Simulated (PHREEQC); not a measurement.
Solution (20 °C): 0.49 mol NaOH and 0.00065 mol H4SiO4 per kg of water. Closed to the air; pH follows from the charge balance.

Model: ion-association model, wateq4f.dat, run in PHREEQC.

```
quantity                  before    after
------------------------  ------  -------
pH                         13.67     6.53
ionic strength (mol/kgw)   0.491  2.95e-7
```

Task: What was changed between the two runs?
(A) H4SiO4 left out
(B) NaOH left out
(C) diluted 2-fold with water
(D) NaOH replaced by NaBr at the same molality
(E) NaOH from 0.49 to 0.441 mol/kgw

Result: B, NaOH left out

This is a speciation only: nothing precipitates in the calculation. Some of these states are supersaturated (in Quartz (slow to form), Chalcedony (slow to form), for instance).
